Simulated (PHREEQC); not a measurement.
A column of 0.5 m (30 cells, dispersivity 0.018 m, 300 s a shift, diffusion coefficient 3e-10 m²/s) holds 0.0024 eq of the database's cation exchanger X per kg of pore water, first in equilibrium with 0.038 mol/kgw MnCl2, 0.018 mol/kgw MgCl2 and 1e-05 mol/kgw HCl. It is flushed with 0.00081 mol ZnCl2, 8.8e-05 mol PbCl2 and 1e-05 mol HCl per kg of water, at 40 °C. Values are for the last cell. CO2 from the air is kept out. Precipitation was switched off in this run.

The series has 31 steps of pore volumes, from 0 to 5.017.

All values are PHREEQC results (ion-association model, phreeqc.dat), not measurements.

**Question.** After how many pore volumes does Zn at the outlet first reach half of its feed value?

**Answer.** By 2.5 pore volumes.

**Question.** After how many pore volumes does Pb at the outlet first reach half of its feed value?

**Answer.** By 3.2 pore volumes.

Complexes and solids missing from the database can't appear. Away from 25 °C the constants follow the database's enthalpies or fits; those with neither stay at their 25 °C values.
